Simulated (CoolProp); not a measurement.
Vapour-liquid equilibrium of R143a (1) + R134a (2) at -12.05 °C; x and y are mole fractions of (1).

Values from CoolProp's multi-fluid Helmholtz-energy mixture model, Lemmon and Jacobsen 2000 and Tillner-Roth 1994; pair parameters Lemmon 2004.

```
x     bubble pressure, mixture model (MPa)  bubble pressure, Raoult's law (MPa)  y, mixture model  y, Raoult's law
----  ------------------------------------  -----------------------------------  ----------------  ---------------
0.05                                0.1962                               0.1965             0.101            0.106
0.15                                0.2189                               0.2199             0.272            0.285
0.25                                0.2418                               0.2432             0.413            0.430
0.35                                0.2648                               0.2665             0.531            0.549
0.45                                0.2879                               0.2898             0.631            0.649
0.55                                0.3111                               0.3131             0.717            0.734
0.65                                0.3345                               0.3364             0.793            0.808
0.75                                0.3581                               0.3598             0.860            0.872
0.85                                0.3819                               0.3831             0.920            0.928
0.95                                0.4059                               0.4064             0.975            0.977
```

The largest gap from Raoult's law is -0.7 % in bubble pressure, at x = 0.45. No azeotrope shows between x = 0.05 and 0.95.

The pair parameters rest on a limited set of measurements; away from them the model extrapolates.
